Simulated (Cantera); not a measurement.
An adiabatic, constant-pressure homogeneous reactor starts with CH4 : O2 : N2 = 1 : 2.27 : 8.55 (molar parts), equivalence ratio 0.88, at 1250 K and 5850 Torr. Integrator tolerance rtol = 1e-08.

Detailed kinetics in Cantera: GRI-Mech 3.0 (53 species, 325 reactions).

**Question.** What does this change do: CH4 1 to 0.63 parts?

**Answer.** 
```csv
quantity,before,after
time of steepest temperature rise,3.19 ms,2.59 ms
temperature at 9.00 s,2698 K,2340 K
equilibrium temperature,2698 K,2340 K
x(CH4) at 9.00 s,<1e-12 (gas-phase equilibrium <1e-12),<1e-12 (gas-phase equilibrium <1e-12)
x(O2) at 9.00 s,0.0242 (gas-phase equilibrium 0.0242),0.0822 (gas-phase equilibrium 0.0822)
x(HCO) at 9.00 s,1.89e-8 (gas-phase equilibrium 1.89e-8),1.16e-10 (gas-phase equilibrium 1.16e-10)
x(CH2) at 9.00 s,<1e-12 (gas-phase equilibrium <1e-12),<1e-12 (gas-phase equilibrium <1e-12)
x(NO) at 9.00 s,0.0102 (gas-phase equilibrium 0.0102),0.0104 (gas-phase equilibrium 0.0104)
x(CH2CO) at 9.00 s,<1e-12 (gas-phase equilibrium <1e-12),<1e-12 (gas-phase equilibrium <1e-12)
x(O) at 9.00 s,0.00200 (gas-phase equilibrium 0.00200),0.000646 (gas-phase equilibrium 0.000646)
```

**Question.** What does this change do: pressure from 5850 Torr to 3750 Torr?

**Answer.** 
| quantity | before | after |
|---|---|---|
| time of steepest temperature rise | 3.19 ms | 5.01 ms |
| temperature at 9.00 s | 2698 K | 2677 K |
| equilibrium temperature | 2698 K | 2677 K |
| x(CH4) at 9.00 s | <1e-12 (gas-phase equilibrium <1e-12) | <1e-12 (gas-phase equilibrium <1e-12) |
| x(O2) at 9.00 s | 0.0242 (gas-phase equilibrium 0.0242) | 0.0250 (gas-phase equilibrium 0.0250) |
| x(HCO) at 9.00 s | 1.89e-8 (gas-phase equilibrium 1.89e-8) | 1.66e-8 (gas-phase equilibrium 1.66e-8) |
| x(CH2) at 9.00 s | <1e-12 (gas-phase equilibrium <1e-12) | <1e-12 (gas-phase equilibrium <1e-12) |
| x(NO) at 9.00 s | 0.0102 (gas-phase equilibrium 0.0102) | 0.0101 (gas-phase equilibrium 0.0101) |
| x(CH2CO) at 9.00 s | <1e-12 (gas-phase equilibrium <1e-12) | <1e-12 (gas-phase equilibrium <1e-12) |
| x(O) at 9.00 s | 0.00200 (gas-phase equilibrium 0.00200) | 0.00233 (gas-phase equilibrium 0.00233) |

**Question.** What does this change do: constant volume in place of constant pressure?

**Answer.** 
| quantity | before | after |
|---|---|---|
| time of steepest temperature rise | 3.19 ms | 3.03 ms |
| temperature at 9.00 s | 2698 K | 2932 K |
| equilibrium temperature | 2698 K | 2932 K |
| x(CH4) at 9.00 s | <1e-12 (gas-phase equilibrium <1e-12) | <1e-12 (gas-phase equilibrium <1e-12) |
| x(O2) at 9.00 s | 0.0242 (gas-phase equilibrium 0.0242) | 0.0253 (gas-phase equilibrium 0.0253) |
| x(HCO) at 9.00 s | 1.89e-8 (gas-phase equilibrium 1.89e-8) | 9.03e-8 (gas-phase equilibrium 9.03e-8) |
| x(CH2) at 9.00 s | <1e-12 (gas-phase equilibrium <1e-12) | <1e-12 (gas-phase equilibrium <1e-12) |
| x(NO) at 9.00 s | 0.0102 (gas-phase equilibrium 0.0102) | 0.0144 (gas-phase equilibrium 0.0144) |
| x(CH2CO) at 9.00 s | <1e-12 (gas-phase equilibrium <1e-12) | <1e-12 (gas-phase equilibrium <1e-12) |
| x(O) at 9.00 s | 0.00200 (gas-phase equilibrium 0.00200) | 0.00329 (gas-phase equilibrium 0.00329) |
